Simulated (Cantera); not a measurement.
A Cantera script and its output.

```python
import numpy as np
import cantera as ct

gas = ct.Solution("gri30.yaml", transport_model="mixture-averaged")
show = ['N2', 'H2O', 'CH4']

rows = []
print(f"{'T/K':>7s}{'rho':>11s}{'cp':>10s}{'mu':>11s}{'lambda':>11s}{'Pr':>7s}" + "".join(f"{'D_' + s:>11s}" for s in show))
for T in [400, 650, 900, 1150, 1400, 1650]:
    gas.TPX = T, 4200, {'C3H8': 0.54, 'CO2': 0.91, 'H2': 0.84}
    Pr = gas.cp_mass * gas.viscosity / gas.thermal_conductivity
    D = [gas.mix_diff_coeffs_mole[gas.species_index(s)] for s in show]
    rows.append([gas.density, gas.cp_mass, gas.viscosity, gas.thermal_conductivity, Pr, *D])
    print(f"{T:7g}{gas.density:11.4e}{gas.cp_mass:10.1f}{gas.viscosity:11.4e}"
          f"{gas.thermal_conductivity:11.4e}{Pr:7.3f}" + "".join(f"{d:11.4e}" for d in D))
print("SI units: kg/m3, J/kg/K, Pa s, W/m/K, m2/s")
```

Output:

```
    T/K        rho        cp         mu     lambda     Pr       D_N2      D_H2O      D_CH4
    400 3.6151e-02    1723.3 1.6076e-05 7.0692e-02  0.392 8.0454e-04 8.6082e-04 8.7397e-04
    650 2.2247e-02    2168.8 2.4075e-05 1.1152e-01  0.468 1.8815e-03 2.1936e-03 2.0700e-03
    900 1.6067e-02    2481.2 3.0764e-05 1.4993e-01  0.509 3.2767e-03 3.9952e-03 3.6253e-03
   1150 1.2574e-02    2693.9 3.6635e-05 1.8660e-01  0.529 4.9518e-03 6.1936e-03 5.4943e-03
   1400 1.0329e-02    2853.5 4.1948e-05 2.2173e-01  0.540 6.8822e-03 8.7438e-03 7.6485e-03
   1650 8.7639e-03    2979.0 4.6856e-05 2.5543e-01  0.546 9.0504e-03 1.1616e-02 1.0068e-02
SI units: kg/m3, J/kg/K, Pa s, W/m/K, m2/s
```

Model: GRI-Mech 3.0 (53 species, 325 reactions), integrated in Cantera. The composition is frozen, though it would react at the higher temperatures.
